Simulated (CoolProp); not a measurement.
Vapour-liquid equilibrium of carbon dioxide (1) + sulfur dioxide (2) at 226.3 K; x and y are mole fractions of (1).

Computed with CoolProp (multi-fluid Helmholtz-energy mixture model, Span 1996 and Gao 2016; pair parameters Bell 2016).

| x | bubble pressure, mixture model (kPa) | bubble pressure, Raoult's law (kPa) | y, mixture model | y, Raoult's law |
|---|---|---|---|---|
| 0.05 | 65.41 | 52.16 | 0.791 | 0.742 |
| 0.15 | 164.8 | 128.1 | 0.923 | 0.906 |
| 0.25 | 257.0 | 204.1 | 0.955 | 0.948 |
| 0.35 | 340.3 | 280.1 | 0.969 | 0.967 |
| 0.45 | 414.4 | 356.1 | 0.977 | 0.978 |
| 0.55 | 480.7 | 432.0 | 0.982 | 0.985 |
| 0.65 | 541.9 | 508.0 | 0.987 | 0.990 |
| 0.75 | 601.5 | 584.0 | 0.990 | 0.994 |
| 0.85 | 663.8 | 660.0 | 0.994 | 0.997 |
| 0.95 | 734.0 | 735.9 | 0.998 | 0.999 |

The largest gap from Raoult's law is +28.6 % in bubble pressure, at x = 0.15. No azeotrope shows between x = 0.05 and 0.95.

Pair parameters are fitted to limited data, so mixtures are less certain than the pure fluids.
